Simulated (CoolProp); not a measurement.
Properties of R407C along the isobar 66.4 kPa.

The numbers come from the reference Helmholtz-energy equation of state, Lemmon 2003 in CoolProp. It is a pseudo-pure fit of the blend.

```
T (K)  phase  density (kg/m³)  Joule-Thomson coefficient (K/MPa)  isothermal compressibility (1/MPa)  Prandtl number
-----  -----  ---------------  ---------------------------------  ----------------------------------  --------------
231.7    gas            3.059                              57.05                               15.53           0.866
244.6    gas            2.880                              44.36                               15.42           0.827
257.5    gas            2.724                              35.68                               15.35           0.804
270.3    gas            2.586                              29.41                               15.30           0.788
283.2    gas            2.462                                  …                               15.26               …
296.1    gas            2.350                              20.93                               15.23           0.772
308.9    gas            2.249                              18.02                               15.20           0.768
321.8    gas            2.156                              15.64                               15.18           0.766
334.6    gas            2.072                              13.72                               15.16           0.766
347.5    gas            1.993                              12.11                               15.15           0.767
360.4    gas            1.920                              10.77                               15.14               …
373.2    gas            1.853                              9.645                               15.13           0.772
386.1    gas            1.790                              8.677                               15.12               …
399      gas            1.732                              7.846                               15.11           0.779
411.8    gas            1.677                              7.131                               15.11           0.783
424.7    gas            1.626                                  …                               15.10           0.787
```

### Question
Fill in the missing entries.

### Answer

- 283.2, Joule-Thomson coefficient (K/MPa): 24.64
- 283.2, Prandtl number: 0.778
- 360.4, Prandtl number: 0.770
- 386.1, Prandtl number: 0.775
- 424.7, Joule-Thomson coefficient (K/MPa): 6.503

Viscosity comes from a separate model (Geller 2000). Thermal conductivity comes from a separate model (Geller 2001).
